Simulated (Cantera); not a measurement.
Input (Python, Cantera) and output of one run.

```python
import numpy as np
import cantera as ct

gas_names = """
    C CN CO CO2 C2 CCN CNC C2N2 C2O C3 C3O2 C4 C4N2 C5 N NCO NO NO2 NO3 N2 N2O O O2 O3 Si SiC SiC2 SiN
    SiO SiO2 Si2 Si2C Si2N Si3
""".split()
cond_names = """
    C(gr) Si(cr) Si(L) SiC(b) SiO2(Lqz) SiO2(hqz) SiO2(L) Si2N2O(s) Si3N4(a)
""".split()


# ... load() reads the species with a 1 bar reference pressure and builds the phases ...
atoms = {
    'SiO2': {'Si': 1, 'O': 2},
    'CO': {'C': 1, 'O': 1},
    'N2': {'N': 2},
}
top_T = {'C(gr)': 4500, 'SiC(b)': 3050, 'Si2N2O(s)': 2100, 'Si3N4(a)': 2400}  # K; cautious upper limits of use, not melting points


# ... equilibrate(T, P, feed) seeds the gas with the atoms and calls Mixture.equilibrate('TP', solver="vcs", rtol=1e-11, max_steps=5000) ...
results = []
feed = {'SiO2': 1, 'CO': 1.2, 'N2': 0.28}  # mol
P = 65000  # Pa
for T in [1900, 1925, 1950, 1975, 2000, 2025, 2050, 2075, 2100]:
    mix = equilibrate(T, P, feed)
    results.append((T, P, feed, dict(zip(mix.species_names, mix.species_moles))))
    x = sorted(zip(gas.X, gas.species_names), reverse=True)
    print(f"T = {T:g} K  P = {P:g} Pa  gas = {mix.phase_moles(0):.4g} mol")
    print("   x: " + "  ".join(f"{s} {v:.3e}" for v, s in x if v > 0.0001))
    print("   condensed (mol): " + ("  ".join(f"{mix.phase(i).name} {mix.phase_moles(i):.4g}"
          for i in range(1, mix.n_phases) if mix.phase_moles(i) > 1e-12) or "none"))
```

Result:

```
T = 1900 K  P = 65000 Pa  gas = 1.483 mol
   x: CO 8.072e-01  N2 1.888e-01  SiO 2.021e-03  CO2 2.021e-03
   condensed (mol): SiO2(L) 0.997
T = 1925 K  P = 65000 Pa  gas = 1.484 mol
   x: CO 8.063e-01  N2 1.887e-01  SiO 2.476e-03  CO2 2.476e-03
   condensed (mol): SiO2(L) 0.9963
T = 1950 K  P = 65000 Pa  gas = 1.484 mol
   x: CO 8.053e-01  N2 1.886e-01  SiO 3.016e-03  CO2 3.016e-03
   condensed (mol): SiO2(L) 0.9955
T = 1975 K  P = 65000 Pa  gas = 1.485 mol
   x: CO 8.042e-01  N2 1.885e-01  SiO 3.655e-03  CO2 3.655e-03
   condensed (mol): SiO2(L) 0.9946
T = 2000 K  P = 65000 Pa  gas = 1.487 mol
   x: CO 8.028e-01  N2 1.884e-01  SiO 4.405e-03  CO2 4.405e-03
   condensed (mol): SiO2(L) 0.9935
T = 2025 K  P = 65000 Pa  gas = 1.488 mol
   x: CO 8.012e-01  N2 1.882e-01  SiO 5.284e-03  CO2 5.284e-03
   condensed (mol): SiO2(L) 0.9921
T = 2050 K  P = 65000 Pa  gas = 1.489 mol
   x: CO 7.994e-01  N2 1.880e-01  SiO 6.306e-03  CO2 6.306e-03
   condensed (mol): SiO2(L) 0.9906
T = 2075 K  P = 65000 Pa  gas = 1.491 mol
   x: CO 7.972e-01  N2 1.878e-01  SiO 7.492e-03  CO2 7.492e-03
   condensed (mol): SiO2(L) 0.9888
T = 2100 K  P = 65000 Pa  gas = 1.493 mol
   x: CO 7.948e-01  N2 1.875e-01  SiO 8.860e-03  CO2 8.860e-03
   condensed (mol): SiO2(L) 0.9868
```

Equilibrium computed with Cantera from the NASA thermochemical tables; the gas is ideal and each condensed phase is pure. The tables hold silica as quartz up to 1696 K and as liquid above; real silica turns to tridymite and cristobalite and melts near 1996 K.
